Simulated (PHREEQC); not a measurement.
Solution (25 °C): 0.068 mol HF, 0.00032 mol (NH4)2SiF6 and 0.14 mol HCl per kg of water. Closed to the air; pH follows from the charge balance.

The numbers come from PHREEQC with the ion-association model, phreeqc.dat.

```json
{
 "pH": "0.94",
 "ionic_strength": "0.142 mol/kgw",
 "activity_of_water": "0.994",
 "specific_conductance": "48700 µS/cm",
 "density": "1.000 g/cm³",
 "total_alkalinity": "-209 meq/kg"
}
```

```csv
species,molality,activity,log γ
H+,0.141,0.114,-0.091
Cl-,0.140,0.104,-0.130
HF,0.0672,0.0694,0.014
NH4+,0.000640,0.000457,-0.147
F-,0.000552,0.000405,-0.134
SiF6-2,0.000320,0.000107,-0.475
HF2-,0.000142,0.000108,-0.118
```

Precipitation was switched off in this run. Complexes and solids missing from the database can't appear. SiF6-2 is the database's only silicon fluoride.
